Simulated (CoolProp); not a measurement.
A single-stage vapour-compression cycle with R124: evaporating at 272.15 K (dew point), condensing at 337.15 K (bubble point), superheat 10 K, subcooling 2 K, compressor efficiency 0.9, no pressure losses. Each further row changes one setting.

Computed with CoolProp (reference Helmholtz-energy equation of state, de Vries 1995).

| case | cooling COP | pressure ratio | discharge temperature (K) | refrigerating effect (kJ/kg) | volumetric capacity (kJ/m³) |
|---|---|---|---|---|---|
| as stated | 2.62 | 6.99 | 346.2 | 95.1 | 915 |
| evaporating temperature 277.15 K | 2.99 | 5.80 | 345.9 | ___ | 1130 |
| condensing temperature 332.15 K | 2.98 | 6.20 | 341.6 | 101 | 975 |
| subcooling 7 K | 2.80 | 6.99 | 346.2 | 101 | 975 |
| superheat 20 K | ___ | 6.99 | 355.9 | ___ | 947 |
| compressor efficiency 0.8 | 2.33 | 6.99 | 351.0 | 95.1 | 915 |

Complete the blanks.


- evaporating temperature 277.15 K, refrigerating effect (kJ/kg): 98.2
- superheat 20 K, cooling COP: 2.70
- superheat 20 K, refrigerating effect (kJ/kg): 103
